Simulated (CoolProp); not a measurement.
A single-stage vapour-compression cycle with the fluid: evaporating at 241.15 K (dew point), condensing at 274.15 K (bubble point), superheat 2 K, subcooling 2 K, compressor efficiency 0.85, no pressure losses. The same conditions are run with several fluids, on thermodynamics alone (safety and materials aside).

Model: reference Helmholtz-energy equation of state of each fluid (sulfur hexafluoride: Guder 2009; R410A: Lemmon 2003; C3F8 (R218): Lemmon 2006; R142b: Lemmon 2006; ethane: Bücker 2006; isobutene: Lemmon 2005), in CoolProp. Blends and air are pseudo-pure fits.

```json
[
 {"fluid": "sulfur hexafluoride", "cooling COP": "4.96", "pressure ratio": "2.81", "discharge temperature (K)": "279.1", "refrigerating effect (kJ/kg)": "74.3", "volumetric capacity (kJ/m³)": "2770"},
 {"fluid": "R410A", "cooling COP": "5.38", "pressure ratio": "3.33", "discharge temperature (K)": "…", "refrigerating effect (kJ/kg)": "212", "volumetric capacity (kJ/m³)": "2040"},
 {"fluid": "C3F8 (R218)", "cooling COP": "5.02", "pressure ratio": "…", "discharge temperature (K)": "274.1", "refrigerating effect (kJ/kg)": "73.0", "volumetric capacity (kJ/m³)": "904"},
 {"fluid": "R142b", "cooling COP": "5.62", "pressure ratio": "4.15", "discharge temperature (K)": "…", "refrigerating effect (kJ/kg)": "199", "volumetric capacity (kJ/m³)": "365"},
 {"fluid": "ethane", "cooling COP": "…", "pressure ratio": "…", "discharge temperature (K)": "296.1", "refrigerating effect (kJ/kg)": "301", "volumetric capacity (kJ/m³)": "…"},
 {"fluid": "isobutene", "cooling COP": "5.63", "pressure ratio": "4.05", "discharge temperature (K)": "288.4", "refrigerating effect (kJ/kg)": "…", "volumetric capacity (kJ/m³)": "335"}
]
```

Problem. Some entries are withheld; supply them.

Solution. 
- R410A, discharge temperature (K): 301.7
- C3F8 (R218), pressure ratio: 3.42
- R142b, discharge temperature (K): 291.7
- ethane, cooling COP: 4.84
- ethane, pressure ratio: 2.44
- ethane, volumetric capacity (kJ/m³): 5360
- isobutene, refrigerating effect (kJ/kg): 349

The compression ends wet for: C3F8 (R218).
